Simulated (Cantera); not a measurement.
Feed: 1 mol FeS2, 1.3 mol H2, 0.058 mol H2O, equilibrated at 133 Pa.

Method: chemical equilibrium by Gibbs-energy minimisation in Cantera with the NASA 1993 tables (ideal gas, pure condensed phases). Candidate condensed phases: Fe, FeO, Fe(OH)2, Fe(OH)3, FeS, FeSO4, FeS2, Fe2O3, Fe2(SO4)3, Fe3O4, H2O, H2SO4, S; 22 gas species. FeS: taken at fixed stoichiometry. The numbers say what is thermodynamically allowed, not how fast it happens.

**Question.** At 1548 K, list the 6 most abundant gas species with their mole fractions, and the condensed phases.

**Answer.** H2 0.672, S2 0.251, H2S 0.0356, H2O 0.0311, SH 0.00800, S 0.000958. Condensed: FeS(l).
